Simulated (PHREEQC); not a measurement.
A made-up water analysis in mg/L, 25 °C, pH 6.37, pe 11.5:

| constituent | mg/L |
|---|---|
| Na | 299 |
| K | 1.32 |
| Ca | 71.1 |
| Mg | 237 |
| Cl | 459 |
| S(6) as SO4 | 190 |
| Alkalinity as HCO3 | 1160 |
| Li | 0.172 |

Valence states are taken as typed.

Equilibrium calculation in PHREEQC: ion-association model, phreeqc.dat.

### Question
The ionic strength comes out as 0.0447 mol/kgw. What activity coefficients do CO3-2, Na+, MgHCO3+, NaSO4-, K+ get?

### Answer
CO3-2 0.49, Na+ 0.83, MgHCO3+ 0.82, NaSO4- 0.84, K+ 0.82.

This is a speciation only: nothing precipitates in the calculation.
